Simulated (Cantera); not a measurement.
Si + N2O + N2 (thermal oxidation and active oxidation of silicon)

Input: 1 mol Si, 1.2 mol N2O, 25 mol N2, held at 750 Torr.

These are equilibrium values from Cantera (NASA tables, ideal gas, pure condensed phases), not measurements of a reactor. Candidate condensed phases: Si, SiO2, Si2N2O, Si3N4; 16 gas species. Mutual solubility and eutectic melting of coexisting phases are not modelled. The tables hold silica as quartz up to 1696 K and as liquid above; real silica turns to tridymite and cristobalite and melts near 1996 K. Kinetics and transport are ignored.

From 925 °C to 1325 °C the condensed part is SiO2(β-quartz) + Si2N2O(s). From 1425 °C to 1525 °C the condensed part is SiO2(condensed) + Si2N2O(s).

| T (°C) | x N2 | x SiO | x SiO2 | x Si | x SiN | n SiO2(β-quartz) | n Si2N2O(s) | n SiO2(condensed) |
|---|---|---|---|---|---|---|---|---|
| 925 | 1.00 | 8.32e-11 | <1e-12 | <1e-12 | <1e-12 | 0.467 | 0.267 | 0 |
| 1025 | 1.00 | 4.17e-9 | <1e-12 | <1e-12 | <1e-12 | 0.467 | 0.267 | 0 |
| 1125 | 1.00 | 1.18e-7 | <1e-12 | <1e-12 | <1e-12 | 0.467 | 0.267 | 0 |
| 1225 | 1.000 | 2.11e-6 | 2.01e-12 | <1e-12 | <1e-12 | 0.467 | 0.267 | 0 |
| 1325 | 1.000 | 2.61e-5 | 3.90e-11 | 8.36e-12 | 7.26e-12 | 0.466 | 0.266 | 0 |
| 1425 | 1.000 | 0.000238 | 5.32e-10 | 2.47e-10 | 1.51e-10 | 0 | 0.265 | 0.465 |
| 1525 | 0.998 | 0.00166 | 5.22e-9 | 5.03e-9 | 2.24e-9 | 0 | 0.252 | 0.452 |
x: gas mole fraction; n: condensed amount in mol.
